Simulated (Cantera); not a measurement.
Standard-state values (1 bar) from the NASA 1993 polynomials, evaluated with Cantera. Values are per mole of reaction as written; species without (g) are pure solids or liquids, kept so even where they would boil at 1 bar.

Cs + Cl(g) → CsCl, with ΔH° = -564.1 kJ and ΔS° = -149.2 J/K at 300 K.

### Question
How far is the shortcut ΔG° ≈ ΔH°(300 K) − T·ΔS°(300 K) from the full temperature-dependent value at 725, 775, 825, 875, 925, 975, 1025, 1075, 1125, 1175, 1225 K?

### Answer
| T (K) | shortcut (kJ) | full (kJ) | difference (kJ) | difference in log10 K | condensed phases |
|---|---|---|---|---|---|
| 725 | -455.9 | -453.2 | -2.7 | 0.20 | Cs(l), CsCl(s) |
| 775 | -448.5 | -445.7 | -2.8 | 0.19 | Cs(l), CsCl(s) |
| 825 | -441.0 | -438.3 | -2.7 | 0.17 | Cs(l), CsCl(s) |
| 875 | -433.6 | -431.0 | -2.6 | 0.15 | Cs(l), CsCl(s) |
| 925 | -426.1 | -423.8 | -2.3 | 0.13 | Cs(l), CsCl(l) |
| 975 | -418.6 | -417.4 | -1.2 | 0.06 | Cs(l), CsCl(l) |
| 1025 | -411.2 | -411.1 | -0.1 | 0.00 | Cs(l), CsCl(l) |
| 1075 | -403.7 | -404.9 | 1.1 | -0.06 | Cs(l), CsCl(l) |
| 1125 | -396.2 | -398.7 | 2.4 | -0.11 | Cs(l), CsCl(l) |
| 1175 | -388.8 | -392.5 | 3.7 | -0.17 | Cs(l), CsCl(l) |
| 1225 | -381.3 | -386.4 | 5.1 | -0.22 | Cs(l), CsCl(l) |
The shortcut ignores heat capacities and the phase changes listed.
